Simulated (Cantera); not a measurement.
Charge: 1 mol CuO, 0.39 mol H2, 0.69 mol N2, held at 1700 °C.

Equilibrium computed with Cantera from the NASA thermochemical tables; the gas is ideal and each condensed phase is pure. Candidate condensed phases: Cu, CuO, Cu(OH)2, Cu2O, H2O; 27 gas species. Rates play no part.

Q: At 0.390 Torr, list the 4 most abundant gas species with their mole fractions, and the condensed phases.

A: Cu 0.414, N2 0.284, H2O 0.149, O2 0.120. Condensed: gas only.
